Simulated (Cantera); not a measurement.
A perfectly stirred reactor is fed with N2O : H2O = 1 : 0.019 (molar parts), at 10.00 Torr; it is held at 1250 K, and followed from long to short residence time.

Cantera simulation using GRI-Mech 3.0 (53 species, 325 reactions); the numbers are that mechanism's predictions, not measurements. GRI-Mech 3.0 was tuned for natural gas; its chemistry of N2O as a main component is partial and can be far from experiment. Radical loss at walls, strong at low pressure, is not modelled. The mechanism lacks the step 2 NO + O2 → 2 NO2, which can matter for NO2 below about 1400 K. The temperature is held fixed by assumption; the heat of reaction is taken as removed at once.

x: mole fraction; the columns are a selection and need not sum to one.

```
τ (s)   x N2O      x O      x NO      x N2     x NO2
------  -----  -------  --------  --------  --------
7.6     0.784  3.70e-6    0.0143     0.125  0.000428
2.8     0.897  3.78e-6         …         …         …
1.0     0.950  3.90e-6   0.00221    0.0202  0.000260
0.37    0.969  4.00e-6  0.000834   0.00765  0.000123
0.14    0.977  4.06e-6  0.000330   0.00291   4.02e-5
0.050   0.980  4.06e-6  0.000126   0.00103   7.29e-6
0.018   0.981  4.03e-6   4.68e-5  0.000366   6.21e-7
0.0067  0.981  3.90e-6         …         …         …
```

**Question.** Fill in the missing entries.

**Answer.** 
- 2.8, x NO: 0.00595
- 2.8, x N2: 0.0532
- 2.8, x NO2: 0.000392
- 0.0067, x NO: 1.71e-5
- 0.0067, x N2: 0.000134
- 0.0067, x NO2: 2.44e-8
